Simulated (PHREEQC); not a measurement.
**Brine**

Consider water at 20 °C with 1.1 mol LiCl and 0.028 mol K2SO4 per kg of water. Closed to the air; pH follows from the charge balance.

Computed with PHREEQC (Pitzer model, pitzer.dat).

The ionic strength is 1.18 mol/kgw and the activity of water comes out as 0.959. The density comes out as 1.028 g/cm³ and the osmotic coefficient comes out as 1.021.

| species | molality | activity | log γ |
|---|---|---|---|
| Cl- | 1.10 | 0.652 | -0.227 |
| Li+ | 1.10 | 1.14 | 0.016 |
| K+ | 0.0560 | 0.0427 | -0.118 |
| SO4-2 | 0.0280 | 0.00170 | -1.217 |
| OH- | 1.57e-7 | 5.63e-8 | -0.444 |
| H+ | 1.09e-7 | 1.17e-7 | 0.029 |

This is a speciation only: nothing precipitates in the calculation.
